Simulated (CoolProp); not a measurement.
Properties of n-perfluorohexane at several states (Tc = 448.0 K, pc = 1.742 MPa, ω = 0.497).

Computed with CoolProp (reference Helmholtz-energy equation of state, Gao 2022).

```json
[
 {"T (K)": "285.8", "p (MPa)": "0.0133", "phase": "gas", "Z": "0.9872", "cv (kJ/(kg K))": "0.7699", "isothermal compressibility (1/MPa)": "76.18"},
 {"T (K)": "341.5", "p (MPa)": "3.45", "phase": "liquid", "Z": "0.2623", "cv (kJ/(kg K))": "0.9092", "isothermal compressibility (1/MPa)": "0.004256"},
 {"T (K)": "377", "p (MPa)": "6.78", "phase": "liquid", "Z": "0.4935", "cv (kJ/(kg K))": "0.9501", "isothermal compressibility (1/MPa)": "0.005814"}
]
```
